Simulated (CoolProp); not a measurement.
Properties of hydrogen sulfide along the isotherm 318.75 °C (Tc = 100.0 °C, pc = 8.999 MPa, ω = 0.101).

The numbers come from the reference Helmholtz-energy equation of state, Lemmon 2006 in CoolProp. It is a short technical equation, of lower accuracy than the large ones.

| p (MPa) | phase | cv (kJ/(kg K)) | viscosity (µPa s) |
|---|---|---|---|
| 1.23 | gas | 0.9002 | 23.8 |
| 2.45 | gas | 0.9041 | 23.9 |
| 3.68 | gas | 0.9081 | 24.1 |
| 4.91 | gas | 0.9121 | [?] |
| 6.14 | gas | 0.9161 | 24.4 |
| 7.36 | gas | [?] | 24.6 |
| 8.59 | gas | 0.9243 | [?] |
| 9.82 | supercritical | 0.9284 | 25.1 |
| 11 | supercritical | [?] | 25.4 |
| 12.3 | supercritical | [?] | 25.7 |
| 13.5 | supercritical | [?] | 26.0 |

Question: Fill in the missing entries.

Answer: 
- 4.91, viscosity (µPa s): 24.2
- 7.36, cv (kJ/(kg K)): 0.9202
- 8.59, viscosity (µPa s): 24.8
- 11, cv (kJ/(kg K)): 0.9324
- 12.3, cv (kJ/(kg K)): 0.9367
- 13.5, cv (kJ/(kg K)): 0.9406

Viscosity comes from a separate model (Quiñones-Cisneros 2012).
